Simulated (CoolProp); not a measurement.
Properties of dimethyl carbonate at several states (Tc = 557.0 K, pc = 4.909 MPa, ω = 0.346).

The numbers come from the reference Helmholtz-energy equation of state, Zhou 2011 in CoolProp.

```json
[
 {"T (K)": "503.4", "p (MPa)": "0.144", "phase": "gas", "Z": "0.9859", "cv (kJ/(kg K))": "1.591", "speed of sound (m/s)": "219.0", "Joule-Thomson coefficient (K/MPa)": "8.706"},
 {"T (K)": "424.7", "p (MPa)": "0.535", "phase": "liquid", "Z": "0.01550", "cv (kJ/(kg K))": "1.562", "speed of sound (m/s)": "717.8", "Joule-Thomson coefficient (K/MPa)": "-0.1027"},
 {"T (K)": "583.6", "p (MPa)": "0.0268", "phase": "gas", "Z": "0.9984", "cv (kJ/(kg K))": "1.741", "speed of sound (m/s)": "237.8", "Joule-Thomson coefficient (K/MPa)": "5.821"}
]
```
